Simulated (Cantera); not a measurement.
An isothermal, constant-pressure homogeneous reactor starts with 34.5 % CH₄, 65.5 % H₂O, at 1750 K and 1.01 bar.

Computed with Cantera and GRI-Mech 3.0 (53 species, 325 reactions).

x: mole fraction; the columns are a selection and need not sum to one.

```csv
t (s),x CH₄,x H₂O,x C₂H,x H₂,x CH₂CO,x HCO
1.00e-6,0.345,0.655,<1e-12,2.45e-5,<1e-12,<1e-12
3.73e-6,0.345,0.655,<1e-12,9.68e-5,<1e-12,<1e-12
1.39e-5,0.344,0.655,<1e-12,0.000384,<1e-12,4.22e-11
5.18e-5,0.341,0.654,1.33e-11,0.00198,7.39e-10,2.41e-9
0.000193,0.325,0.650,2.18e-9,0.0148,3.58e-7,3.24e-8
0.000720,?,0.621,?,?,?,?
0.00268,0.162,0.563,1.67e-7,0.204,8.58e-5,2.06e-8
0.0100,0.0747,0.502,2.40e-7,0.317,0.000103,1.06e-8
0.0373,?,?,2.25e-7,?,?,?
0.139,0.0227,0.321,1.20e-7,0.496,3.30e-5,1.28e-8
0.518,0.0120,0.222,3.44e-8,0.578,7.05e-6,1.97e-8
1.93,0.00302,0.176,2.19e-9,0.619,4.39e-7,2.36e-8
7.20,6.60e-5,0.170,<1e-12,0.626,2.22e-9,2.41e-8
26.8,7.79e-8,0.169,<1e-12,0.626,2.47e-12,2.42e-8
100,7.78e-8,0.169,<1e-12,0.626,2.47e-12,2.42e-8
```

### Question
Some entries are withheld; supply them.

### Answer

- 0.000720, x CH₄: 0.261
- 0.000720, x C₂H: 5.52e-8
- 0.000720, x H₂: 0.0835
- 0.000720, x CH₂CO: 2.61e-5
- 0.000720, x HCO: 4.20e-8
- 0.0373, x CH₄: 0.0342
- 0.0373, x H₂O: 0.426
- 0.0373, x H₂: 0.406
- 0.0373, x CH₂CO: 7.91e-5
- 0.0373, x HCO: 8.45e-9
